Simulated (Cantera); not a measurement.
Input (Python, Cantera):

```python
import numpy as np
import cantera as ct

gas = ct.Solution("gri30.yaml")
gas.TPX = 1725, 2666, {'CH4': 0.032, 'H2': 1, 'CO2': 0.028}
inlet = ct.Reservoir(gas, clone=True)

reactor = ct.IdealGasConstPressureReactor(gas, energy="off", clone=False)
exhaust = ct.Reservoir(gas, clone=True)
tau = [0.71, 0.31, 0.14, 0.061, 0.027, 0.012, 0.0053, 0.0023, 0.001][0]
for a, b in ((inlet, reactor), (reactor, exhaust)):
    ct.MassFlowController(a, b, mdot=lambda t: reactor.mass / tau)
net = ct.ReactorNet([reactor])
show = ['CH4', 'H2', 'CO2', 'H2O2', 'H2O']

rows = []
print(f"{'tau/s':>10s}{'T/K':>9s}" + "".join(f"{s:>11s}" for s in show))
for tau in [0.71, 0.31, 0.14, 0.061, 0.027, 0.012, 0.0053, 0.0023, 0.001]:
    net.initial_time = 0.0
    net.advance(30 * tau)
    before = gas.X
    net.advance(40 * tau)
    drift = np.max(np.abs(gas.X - before) / (gas.X + 1e-9))
    rows.append([gas.T, *gas[show].X, drift])
    print(f"{tau:10.3e}{gas.T:9.1f}" + "".join(f"{x:11.3e}" for x in gas[show].X))
```

Output:

```
     tau/s      T/K        CH4         H2        CO2       H2O2        H2O
 7.100e-01   1725.0  1.514e-02  9.271e-01  2.402e-03  7.607e-15  2.314e-02
 3.100e-01   1725.0  1.985e-02  9.269e-01  4.983e-03  6.043e-15  2.095e-02
 1.400e-01   1725.0  2.408e-02  9.288e-01  9.347e-03  3.992e-15  1.681e-02
 6.100e-02   1725.0  2.735e-02  9.333e-01  1.558e-02  1.942e-15  1.071e-02
 2.700e-02   1725.0  2.915e-02  9.383e-01  2.143e-02  7.393e-16  4.941e-03
 1.200e-02   1725.0  2.986e-02  9.416e-01  2.490e-02  2.954e-16  1.504e-03
 5.300e-03   1725.0  3.008e-02  9.429e-01  2.608e-02  1.487e-16  3.327e-04
 2.300e-03   1725.0  3.014e-02  9.433e-01  2.635e-02  7.489e-17  6.423e-05
 1.000e-03   1725.0  3.017e-02  9.434e-01  2.640e-02  3.311e-17  1.218e-05
```

Computed with Cantera and GRI-Mech 3.0 (53 species, 325 reactions). Radical loss at walls, strong at low pressure, is not modelled.
